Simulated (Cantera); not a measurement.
An isothermal, constant-pressure homogeneous reactor starts with 10.8 % CH4, 89.2 % H2, at 1700 K and 0.218 Torr.

Detailed kinetics in Cantera: GRI-Mech 3.0 (53 species, 325 reactions). GRI-Mech 3.0 stops at C3 and has no aromatics, soot or wall deposition, so with more carbon than oxygen in the feed, carbon stays in small species such as C2H2 where larger ones or solid carbon would form. Radical loss at walls, strong at low pressure, is not modelled.

Question: Predict: x(CH4) at 4.00 s; x(H2) at 4.00 s; x(C2H) at 4.00 s; x(C2H2) at 4.00 s; x(C2H6) at 4.00 s.

Answer: 
| Property | Value |
|---|---|
| x(CH4) at 4.00 s | 0.0781 (gas-phase equilibrium 7.41e-6) |
| x(H2) at 4.00 s | 0.906 (gas-phase equilibrium 0.943) |
| x(C2H) at 4.00 s | 9.48e-8 (gas-phase equilibrium 2.42e-6) |
| x(C2H2) at 4.00 s | 0.0115 (gas-phase equilibrium 0.0483) |
| x(C2H6) at 4.00 s | 7.73e-6 (gas-phase equilibrium <1e-12) |
